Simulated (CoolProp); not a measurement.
Saturation properties of isobutane (Tc = 134.7 °C, pc = 3.629 MPa, ω = 0.184).

Model: reference Helmholtz-energy equation of state, Bücker 2006, in CoolProp.

```csv
T (°C),p (MPa),liquid density (kg/m³),vapour Z,liquid viscosity (µPa s),vapour viscosity (µPa s),liquid conductivity (mW/(m K))
-86.35,0.001349,670.7,0.9984,700,4.75,134
-83.55,0.001706,667.9,0.9980,662,4.82,133
-80.75,0.002140,665.2,0.9977,628,4.89,132
-77.95,0.002663,662.4,0.9972,596,4.96,131
-75.15,0.003292,659.7,0.9967,567,5.03,130
-72.35,0.004041,656.9,0.9962,540,5.10,129
-69.55,0.004928,654.1,0.9956,514,5.17,127
-66.75,0.005973,651.3,0.9949,491,5.24,126
-63.95,0.007196,648.5,0.9941,468,5.31,125
-61.15,0.008620,645.7,0.9932,448,5.38,124
-58.25,0.01033,642.8,0.9922,428,5.45,123
-55.45,0.01224,640.0,0.9912,410,5.52,121
-52.65,0.01444,637.1,0.9900,393,5.59,120
-49.85,0.01694,634.3,0.9887,377,5.66,119
-47.05,0.01979,631.4,0.9874,362,5.73,118
```

It boils at -11.7 °C under 1 atm.

Viscosity comes from a separate model (Vogel 2000). Thermal conductivity comes from a separate model (Perkins 2002).
